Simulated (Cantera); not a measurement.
Cantera run:

```python
import numpy as np
import cantera as ct

gas_names = """
    C CH CH2 CH3 CH4 C2 C2H C2H2,acetylene C2H2,vinylidene C2H3,vinyl C2H4 C2H5 C2H6 C3 C3H3,propargyl
    C3H4,allene C3H4,propyne C3H4,cyclo- C3H5,allyl C3H6,propylene C3H6,cyclo- C3H7,n-propyl
    C3H7,i-propyl C3H8 C4 C4H2 C4H4,1,3-cyclo- C4H6,butadiene C4H6,2-butyne C4H6,cyclo- C4H8,1-butene
    C4H8,cis2-buten C4H8,tr2-butene C4H8,isobutene C4H8,cyclo- C4H9,n-butyl C4H9,i-butyl C4H9,s-butyl
    C4H9,t-butyl C4H10,isobutane C4H10,n-butane C5 C5H6,1,3cyclo- C5H8,cyclo- C5H10,1-pentene
    C5H10,cyclo- C5H11,pentyl C5H11,t-pentyl C5H12,n-pentane C5H12,i-pentane CH3C(CH3)2CH3 C6H2
    C6H5,phenyl C6H6 C6H10,cyclo- C6H12,1-hexene C6H12,cyclo- C6H13,n-hexyl C7H7,benzyl C7H8
    C7H14,1-heptene C7H15,n-heptyl C7H16,n-heptane C8H8,styrene C8H10,ethylbenz C8H16,1-octene
    C8H17,n-octyl C8H18,isooctane C8H18,n-octane C9H19,n-nonyl C10H8,naphthale C10H21,n-decyl
    C12H9,o-bipheny C12H10,bipheny H H2 Si SiC SiC2 SiC4H12 SiH SiH2 SiH3 SiH4 Si2 Si2C Si3
""".split()
cond_names = """
    C(gr) C6H6(L) C7H8(L) C8H18(L),n-octa Si(cr) Si(L) SiC(b)
""".split()


def load(file, names, dense=False):
    # The tables refer to 1 bar. Condensed volumes are neglected.
    table = {s.name: s for s in ct.Species.list_from_file(file)}
    out = []
    for n in names:
        d = dict(table[n].input_data)
        d["thermo"] = dict(d["thermo"], **{"reference-pressure": 1e5})
        if dense:
            d["equation-of-state"] = {"model": "constant-volume", "density": "1e6 g/cm^3"}
        out.append(ct.Species.from_dict(d))
    return out


gas = ct.Solution(thermo="ideal-gas", species=load("nasa_gas.yaml", gas_names))
cond = {s.name: ct.Solution(thermo="fixed-stoichiometry", species=[s], name=s.name)
        for s in load("nasa_condensed.yaml", cond_names, dense=True)}
atoms = {
    'SiH4': {'Si': 1, 'H': 4},
    'C2H4': {'C': 2, 'H': 4},
    'H2': {'H': 2},
}
top_T = {'C(gr)': 4500, 'SiC(b)': 3050}  # K; cautious upper limits of use, not melting points


def equilibrate(T, P, feed):
    n = {}
    for name, mol in feed.items():
        for a, k in atoms[name].items():
            n[a] = n.get(a, 0.0) + k * mol
    gas.TPX = T, P, n
    mass = sum(n.values()) * gas.mean_molecular_weight
    gas.equilibrate("TP")
    valid = [c for c in cond.values() if c.min_temp <= T <= top_T.get(c.name, c.max_temp)]
    mix = ct.Mixture([(gas, mass / gas.mean_molecular_weight)] + [(c, 0.0) for c in valid])
    mix.T, mix.P = T, P
    mix.equilibrate("TP", solver="vcs", rtol=1e-11, max_steps=5000)
    return mix


results = []
feed = {'SiH4': 1, 'C2H4': 0.81, 'H2': 400}  # mol
P = 100000  # Pa
for T in [1150, 1250, 1350, 1450, 1550, 1650, 1750, 1850, 1950, 2050, 2150, 2250, 2350]:
    mix = equilibrate(T, P, feed)
    results.append((T, P, feed, dict(zip(mix.species_names, mix.species_moles))))

top = {s: max(r[3][s] / sum(r[3][g] for g in gas_names) for r in results) for s in gas_names}
cols = sorted((s for s in top if top[s] > 0.0001), key=lambda s: -top[s])[:5]
seen = [c for c in cond_names if any(r[3].get(c, 0) > 1e-12 for r in results)]
print("log10 of partial pressures in bar; condensed amounts in mol")
print(f"{'T/K':>10s}" + "".join(f"{s[:9]:>10s}" for s in cols + seen))
for T, P, feed, n in results:
    ng = sum(n[g] for g in gas_names)
    print(f"{T:10.4g}" + "".join(f"{np.log10(max(n[s] / ng * P / 1e5, 1e-99)):10.3f}" for s in cols)
          + "".join(f"{n.get(c, 0):10.4g}" for c in seen))
```

Result:

```
log10 of partial pressures in bar; condensed amounts in mol
       T/K        H2         H       CH4 C2H2,acet        Si     C(gr)    SiC(b)
      1150    -0.001    -7.128    -2.813    -9.775   -14.434         0         1
      1250    -0.001    -6.316    -2.813    -8.305   -12.874         0         1
      1350    -0.001    -5.623    -2.813    -7.053   -11.548         0         1
      1450    -0.001    -5.025    -2.814    -5.975   -10.406         0         1
      1550    -0.001    -4.502    -2.819    -5.047    -9.408         0         1
      1650    -0.001    -4.042    -2.878    -4.342    -8.478   0.04554    0.9999
      1750    -0.001    -3.634    -3.041    -3.940    -7.544    0.1554    0.9998
      1850    -0.001    -3.269    -3.185    -3.583    -6.712    0.1401    0.9993
      1950    -0.001    -2.941    -3.324    -3.281    -5.957         0    0.9977
      2050    -0.001    -2.645    -3.545    -3.203    -5.181         0    0.9906
      2150    -0.002    -2.376    -3.753    -3.148    -4.470         0    0.9634
      2250    -0.004    -2.131    -3.930    -3.072    -3.836         0    0.8693
      2350    -0.006    -1.907    -4.058    -2.933    -3.292         0     0.591
```

Cantera equilibrium calculation (NASA polynomials, part measured and part estimated; ideal gas, pure solids and liquids). Gases not in the tables: Si2H6 and higher silanes.
